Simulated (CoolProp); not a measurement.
A closed Brayton cycle with carbon dioxide: compressor inlet 305.15 K and 9.1 MPa, high pressure 30.7 MPa, turbine inlet 690 K, compressor efficiency 0.8, turbine efficiency 0.85, recuperator effectiveness 0.9 (on enthalpy, no pinch check). Each further row changes one setting.

The numbers come from the reference Helmholtz-energy equation of state, Span 1996 in CoolProp.

```csv
case,thermal efficiency (%),net work (kJ/kg),compressor to turbine work,compressor exit (K),turbine exit (K)
as stated,30.1,84.6,0.29,337.5,564.9
turbine inlet 640 K,27.7,…,…,337.5,…
compressor inlet 315.15 K,27.6,70.7,…,382.8,564.9
high pressure 26.1 MPa,…,77.4,0.26,331.9,…
recuperator effectiveness 0.5,…,84.6,0.29,337.5,564.9
```

Question: Fill in the missing entries.

Answer: 
- turbine inlet 640 K, net work (kJ/kg): 73.1
- turbine inlet 640 K, compressor to turbine work: 0.32
- turbine inlet 640 K, turbine exit (K): 519.1
- compressor inlet 315.15 K, compressor to turbine work: 0.41
- high pressure 26.1 MPa, thermal efficiency (%): 29.3
- high pressure 26.1 MPa, turbine exit (K): 581.2
- recuperator effectiveness 0.5, thermal efficiency (%): 21.3
